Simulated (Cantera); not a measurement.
A freely propagating, adiabatic, planar premixed flame of CH4 : C2H6 : O2 : N2 = 1 : 0.039 : 2.23 : 8.37 (molar parts), equivalence ratio 0.96, unburnt at 700 K and 90.0 Torr; mixture-averaged transport, grid criteria slope 0.08 and curve 0.16, no radiation.

Detailed kinetics in Cantera: GRI-Mech 3.0 (53 species, 325 reactions). Burning velocities carry a grid error of a few per cent, more on coarse grids.

Question: What does this change do: O2 2.23 to 2.8 parts?

Answer: 
```csv
quantity,before,after
laminar burning velocity,245 cm/s,276 cm/s
thermal thickness,2.05 mm,1.86 mm
peak x(HO2),0.000185,0.000248
peak x(H2O2),2.99e-6,3.73e-6
```

Question: What does this change do: O2 2.23 to 2.9 parts?

Answer: 
| quantity | before | after |
|---|---|---|
| laminar burning velocity | 245 cm/s | 279 cm/s |
| thermal thickness | 2.05 mm | 1.84 mm |
| peak x(HO2) | 0.000185 | 0.000256 |
| peak x(H2O2) | 2.99e-6 | 3.86e-6 |
